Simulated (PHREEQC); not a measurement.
Make-up at 32 °C: 0.27 mol/kgw CuSO4, 0.0015 mol/kgw H2SO4 and 0.53 mol/kgw KCl. Closed to the air; pH follows from the charge balance.

All values are PHREEQC results (ion-association model, phreeqc.dat), not measurements.

No solid was allowed to form.

Q: Order these Cu species by the share of Cu that they hold, largest first: CuCl+, CuCl2, CuSO4, Cu+2.

A: Cu+2 (50 %), CuSO4 (31 %), CuCl+ (18 %), CuCl2 (1.4 %)

The pH is 3.12 and the ionic strength 1.04 mol/kgw. Caution: at this ionic strength the ion-association model is outside its range; a Pitzer model would be the better tool where its parameters exist.
